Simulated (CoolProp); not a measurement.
The fluid at 352.16 K and 1.31 MPa (liquid) is heated at constant pressure to 428.9 K. The same conditions are run with several fluids, on thermodynamics alone (safety and materials aside).

The numbers come from the reference Helmholtz-energy equation of state of each fluid (neopentane: Lemmon 2006; tetrahydrofuran: Fiedler 2023; n-undecane: Aleksandrov 2011; p-xylene: Zhou 2012; R1233zd(E): Akasaka 2022) in CoolProp.

```csv
fluid,heat (kJ/kg),final phase,final density (kg/m³)
neopentane,410,gas,31.7
tetrahydrofuran,162,liquid,…
n-undecane,196,liquid,…
p-xylene,156,liquid,738
R1233zd(E),…,gas,56.9
```

**Question.** What belongs in the gaps?

**Answer.** 
- tetrahydrofuran, final density (kg/m³): 721
- n-undecane, final density (kg/m³): 637
- R1233zd(E), heat (kJ/kg): 226
